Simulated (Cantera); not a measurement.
A freely propagating, adiabatic, planar premixed flame of 18.2 % H₂, 17.2 % O₂, 64.6 % N₂, unburnt at 523 K and 1.01 bar; mixture-averaged transport, grid criteria slope 0.08 and curve 0.16, no radiation.

Model: the H2/O2 subset of GRI-Mech 3.0, which has no nitrogen chemistry, integrated in Cantera. Burning velocities carry a grid error of a few per cent, more on coarse grids. Lean hydrogen flames are cellular in practice and burn faster than this planar one.

x: mole fraction of selected species; z is measured from the peak of heat release.

```tsv
z (mm)	T (K)	u (m/s)	x H₂	x O₂	x H	x O	x HO₂	x H₂O
-1.19	523	2.31	0.182	0.172	<1e-8	<1e-8	<1e-8	1.36e-8
-0.796	523	2.30	0.182	0.172	<1e-8	<1e-8	1.76e-8	3.87e-7
-0.597	523	2.30	0.181	0.172	<1e-8	<1e-8	1.74e-7	3.23e-6
-0.398	525	2.30	0.177	0.173	<1e-8	6.86e-8	6.11e-6	7.85e-5
-0.199	599	2.56	0.150	0.175	9.22e-5	1.49e-5	0.000303	0.00641
-0.0994	846	3.52	0.110	0.167	0.00205	0.000364	0.000218	0.0368
0	1172	4.80	0.0586	0.139	0.00814	0.00308	0.000117	0.0960
0.0994	[?]	5.73	[?]	[?]	[?]	[?]	[?]	[?]
0.199	1539	6.25	0.0113	0.0956	0.00972	0.00796	5.17e-5	0.167
0.398	1669	6.75	[?]	0.0904	[?]	[?]	[?]	0.179
0.796	1768	7.12	0.00343	0.0893	0.00207	0.00354	1.97e-5	0.187
1.59	1826	7.33	0.00150	0.0895	0.000556	0.00153	9.28e-6	0.192
3.18	1854	7.43	0.000521	0.0900	0.000111	0.000531	3.75e-6	0.195
```

**Question.** Some entries are withheld; supply them.

**Answer.** 
- 0.0994, T (K): 1406
- 0.0994, x H₂: 0.0237
- 0.0994, x O₂: 0.109
- 0.0994, x H: 0.0114
- 0.0994, x O: 0.00689
- 0.0994, x HO₂: 7.22e-5
- 0.0994, x H₂O: 0.146
- 0.398, x H₂: 0.00613
- 0.398, x H: 0.00544
- 0.398, x O: 0.00631
- 0.398, x HO₂: 3.42e-5
